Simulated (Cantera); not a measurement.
Source: NASA polynomial tables (part measured, part estimated), evaluated in Cantera. Values are per mole of reaction as written; species without (g) are pure solids or liquids, kept so even where they would boil at 1 bar. VN: taken at fixed stoichiometry.

Between 1123 and 2123 K, where is each reaction favourable under standard conditions?
- V2O5 + N2O(g) ⇌ 3 O2(g) + 2 VN
- 3 H(g) + NO(g) + V2O4 ⇌ V2O5 + NH3(g)


- V2O5 + N2O(g) ⇌ 3 O2(g) + 2 VN: ΔG° is 678 kJ at 1123 K and 445 kJ at 2123 K; it stays positive (K < 1). ΔH° is 931 kJ and ΔS° 229 J/K at 2123 K.
- 3 H(g) + NO(g) + V2O4 ⇌ V2O5 + NH3(g): ΔG° is -508 kJ at 1123 K and -153 kJ at 2123 K; it stays negative (K > 1). ΔH° is -1016 kJ and ΔS° -406 J/K at 2123 K.
